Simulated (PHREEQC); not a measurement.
A PHREEQC input (ion-association model, phreeqc.dat):

```
SOLUTION 1
  temp 65
  units mg/kgw
  pH 6.02
  pe 12.8
  Na 0.0595
  K 0.00309
  Ca 0.255
  Mg 0.0181
  Cl 0.408
  S(6) 0.12 as SO4
  Alkalinity 0.167
  Ba 0.000414
  Li 6.67e-05
END
USE solution 1
EQUILIBRIUM_PHASES 1
  Quartz 0 0.5
  CO2(g) -2.5 10
END
```

The run finishes without an error or a warning.

Its last state differs from that of the intended input:

```
quantity                   as run  intended
------------------------  -------  --------
pH                           5.48      5.45
ionic strength (mol/kgw)  2.88e-5   2.87e-5
```

Problem. One thing in the input isn't as intended. What explains the difference?

Solution. This is not unique; one that fits is The fault: 'as HCO3' left off the alkalinity, which is then read as CaCO3.
